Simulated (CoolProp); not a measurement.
Vapour-liquid equilibrium of CHF3 (R23) (1) + propylene (2) at -7.05 °C; x and y are mole fractions of (1).

Computed with CoolProp (multi-fluid Helmholtz-energy mixture model, Penoncello 2003 and Lemmon 2013; pair parameters Bell 2016).

```tsv
x	bubble pressure, mixture model (bar)	bubble pressure, Raoult's law (bar)	y, mixture model	y, Raoult's law
0.05	6.513	5.495	0.281	0.187
0.2	10.81	7.867	0.587	0.522
0.35	13.76	10.24	0.698	0.701
0.5	15.85	12.61	0.763	0.813
0.65	17.51	14.98	0.816	0.890
0.8	18.97	17.36	0.876	0.946
0.95	20.22	19.73	0.961	0.988
```

The largest gap from Raoult's law is +37.4 % in bubble pressure, at x = 0.2. No azeotrope shows between x = 0.05 and 0.95.

Pair parameters are fitted to limited data, so mixtures are less certain than the pure fluids.
